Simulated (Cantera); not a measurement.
A closed system holds: 1 mol n-butane, 2.9 mol H2O, 19 mol N2, at 2923 K and 180 Torr.

Cantera equilibrium calculation (NASA polynomials, part measured and part estimated; ideal gas, pure solids and liquids). The numbers say what is thermodynamically allowed, not how fast it happens.

| species | before | after |
|---|---|---|
| N2 | 0.587 | 0.686 |
| H2 | 0.180 | 0.128 |
| H | 0.107 | 0.0906 |
| CO | 0.0920 | 0.0219 |
| HCN | 0.0249 | 0.0518 |
| C4H2 | 6.80e-6 | 0.000131 |
| C3 | 4.72e-5 | 0.000559 |
| C2N2 | 7.67e-5 | 0.000466 |
| C2 | 1.08e-5 | 5.60e-5 |
| C2H | 0.000157 | 0.000688 |
| C2H2 (vinylidene) | 4.51e-6 | 1.67e-5 |
| C(graphite), mol | 0 | 1.25 |
Gas species are given as mole fractions.

Problem. What was changed between the two runs?
(A) pressure from 180 Torr to 7.50 Torr
(B) temperature from 2923 K to 2000 K
(C) H2O from 2.9 to 0.58 mol
(D) n-butane replaced by C3H8

Solution. C, H2O from 2.9 to 0.58 mol
